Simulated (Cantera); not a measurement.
An isothermal, constant-pressure homogeneous reactor starts with CH₄ : H₂ : N₂ = 0.011 : 1 : 0.0092 (molar parts), at 2023 K and 13300 Pa.

Model: GRI-Mech 3.0 (53 species, 325 reactions), integrated in Cantera. GRI-Mech 3.0 stops at C3 and has no aromatics, soot or wall deposition, so with more carbon than oxygen in the feed, carbon stays in small species such as C2H2 where larger ones or solid carbon would form.

One state of this run: x CH₄ = 0.00416; x H₂ = 0.979; x C₂H₆ = 1.88e-7; x CH₂ = 2.56e-6; x HCN = 1.09e-7. x: mole fraction; the columns are a selection and need not sum to one.

Q: Which value of t (s) does it belong to?
A. 0.0140
B. 0.0482
C. 0.000100
D. 1.96

A: A, 0.0140
